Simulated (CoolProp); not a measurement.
Saturated liquid density (kg/m³) of C2F6 (R116): the reference equation beside estimates from Tc = 293.0 K, pc = 3048 kPa, ω = 0.257.

Values from CoolProp's reference Helmholtz-energy equation of state, Lemmon 2006. It is a short technical equation, of lower accuracy than the large ones.

| T (K) | reference | van der Waals | Redlich-Kwong | Peng-Robinson |
|---|---|---|---|---|
| 215.4 | 1511 | 954.2 | 1373 | 1625 |
| 219.5 | 1490 | 941.1 | 1350 | 1600 |
| 223.6 | 1469 | 927.6 | ? | 1574 |
| 227.7 | 1448 | 913.7 | 1300 | 1546 |
| 231.8 | 1426 | 899.3 | 1274 | ? |
| 235.9 | 1403 | 884.3 | 1247 | 1487 |
| 240 | 1379 | 868.8 | 1219 | 1455 |
| 244 | 1355 | 853.0 | ? | 1422 |
| 248.1 | 1329 | 836.1 | 1161 | 1386 |
| 252.2 | 1302 | 818.4 | 1129 | 1348 |
| 256.3 | 1274 | 799.7 | 1095 | ? |
| 260.4 | 1244 | 779.9 | 1060 | 1265 |
| 264.5 | 1211 | 758.9 | 1022 | 1218 |

Q: What belongs in the gaps?

A: 
- 223.6, Redlich-Kwong: 1325
- 231.8, Peng-Robinson: 1517
- 244, Redlich-Kwong: 1191
- 256.3, Peng-Robinson: 1308

Absolute difference from the reference over all 13 rows, mean and median: van der Waals 37.0 and 37.0 %, Redlich-Kwong 11.9 and 11.6 %, Peng-Robinson 5.0 and 5.5 %.
